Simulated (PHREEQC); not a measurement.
## Acid rinse or clean

Make-up at 50 °C: 1.8 mmol/kgw HCl, 87 mmol/kgw FeCl3 and 1.1 mmol/kgw KCl. Closed to the air; pH follows from the charge balance.

The numbers come from PHREEQC with the ion-association model, phreeqc.dat.

Each row changes one thing in this solution. Precipitation was switched off in this run.

```csv
case,pH,ionic strength (mol/kgw),FeCl+2 (mol/kgw),FeCl2+ (mol/kgw),Fe3(OH)4+5 (mol/kgw),FeCl3 (mol/kgw),SI of Goethite (FeOOH),SI of Hematite (Fe2O3)
as made,1.75,0.343,0.0476,0.00470,0.000236,4.14e-5,+4.17,+10.45
KCl left out,1.75,0.342,0.0475,0.00468,0.000237,4.11e-5,+4.16,+10.44
KCl from 0.0011 to 0.00011 mol/kgw,1.75,0.342,0.0476,0.00468,0.000237,4.11e-5,+4.16,+10.45
HCl replaced by CuCl2 at the same molality,1.76,0.347,0.0471,0.00467,0.000263,4.14e-5,+4.21,+10.54
FeCl3 from 0.087 to 0.0957 mol/kgw,1.74,0.371,0.0540,0.00562,0.000240,5.26e-5,+4.15,+10.42
KCl replaced by K2CO3 at the same molality,1.77,0.344,0.0468,0.00461,0.000270,4.06e-5,+4.22,+10.55
KCl from 0.0011 to 0.0055 mol/kgw,1.75,0.346,0.0479,0.00480,0.000234,4.30e-5,+4.17,+10.46
KCl from 0.0011 to 0.00165 mol/kgw,1.75,0.343,0.0476,0.00471,0.000236,4.16e-5,+4.17,+10.45
```

Some of these states are supersaturated (in Hematite (slow to form), Goethite (slow to form), for instance). Constants without temperature data keep their 25 °C values here.
